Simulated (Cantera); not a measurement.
Equilibrium for abatement and gas-phase synthesis: PH3 + H2 + O2

Input: 1 mol PH3, 1.9 mol H2, 0.45 mol O2, at 1.33 mbar.

These are equilibrium values from Cantera (NASA tables, ideal gas, pure condensed phases), not measurements of a reactor. Candidate condensed phases: H2O, P, P4O10; 17 gas species. Gases not in the tables: HPO2, HPO3 and P4O6. Equilibrium is a limit: real reactors are often held back by kinetics, nucleation or transport.

| T (K) | log p H | log p H2 | log p H2O | log p PO | log p P2 | log p P | log p O | log p PO2 |
|---|---|---|---|---|---|---|---|---|
| 1148 | -8.67 | -3.05 | -3.55 | -5.58 | -3.82 | -10.10 | <-14 | -5.27 |
| 1348 | -7.16 | -3.04 | -3.62 | -4.67 | -3.83 | -8.43 | -13.67 | -4.68 |
| 1548 | -6.02 | -3.02 | -3.78 | -4.16 | -3.94 | -7.25 | -11.33 | -4.52 |
| 1748 | -5.14 | -3.01 | -3.98 | -3.88 | -4.09 | -6.37 | -9.60 | -4.58 |
| 1948 | -4.45 | -3.01 | -4.21 | -3.74 | -4.27 | -5.69 | -8.27 | -4.76 |
| 2148 | -3.90 | -3.04 | -4.46 | -3.68 | -4.47 | -5.17 | -7.22 | -5.00 |
| 2348 | -3.48 | -3.14 | -4.73 | -3.68 | -4.74 | -4.79 | -6.35 | -5.24 |
| 2548 | -3.19 | -3.35 | -5.05 | -3.73 | -5.17 | -4.57 | -5.56 | -5.45 |
| 2748 | -3.03 | -3.72 | -5.50 | -3.82 | -5.64 | -4.43 | -4.88 | -5.67 |
| 2948 | -2.98 | -4.21 | -6.18 | -3.95 | -5.90 | -4.23 | -4.42 | -6.03 |
| 3148 | -2.97 | -4.71 | -6.96 | -4.15 | -6.08 | -4.04 | -4.13 | -6.55 |
| 3348 | -2.97 | -5.18 | -7.78 | -4.47 | -6.32 | -3.91 | -3.97 | -7.24 |
log p: log10 of the partial pressure in bar; nothing condenses.

From 1148 K to 3348 K nothing is condensed.
